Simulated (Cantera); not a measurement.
Source: NASA polynomial tables (part measured, part estimated), evaluated in Cantera. Values are per mole of reaction as written; species without (g) are pure solids or liquids, kept so even where they would boil at 1 bar. TaC: taken at fixed stoichiometry.

Task: Between 923 and 2723 K, where is each reaction favourable under standard conditions?
- 2 CH3(g) + TaO2(g) ⇌ 3 H2(g) + TaC + CO2(g)

Result: 
- 2 CH3(g) + TaO2(g) ⇌ 3 H2(g) + TaC + CO2(g): ΔG° is -627 kJ at 923 K and -684 kJ at 2723 K; it stays negative (K > 1). ΔH° is -576 kJ and ΔS° 40 J/K at 2723 K.
